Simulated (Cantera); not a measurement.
A freely propagating, adiabatic, planar premixed flame of 26.1 % H₂, 15.5 % O₂, 58.4 % N₂, equivalence ratio 0.84, unburnt at 498 K and 760 Torr; multicomponent transport, grid criteria slope 0.08 and curve 0.16, no radiation.

Computed with Cantera and the H2/O2 subset of GRI-Mech 3.0, which has no nitrogen chemistry. Burning velocities carry a grid error of a few per cent, more on coarse grids.

Q: Predict: laminar burning velocity; thermal thickness; peak x(HO₂); peak x(H); peak x(O).

A: 
```json
{
 "laminar_burning_velocity": "441 cm/s",
 "thermal_thickness": "0.413 mm",
 "peak x(HO₂)": "0.000380",
 "peak x(H)": "0.0389",
 "peak x(O)": "0.0127"
}
```
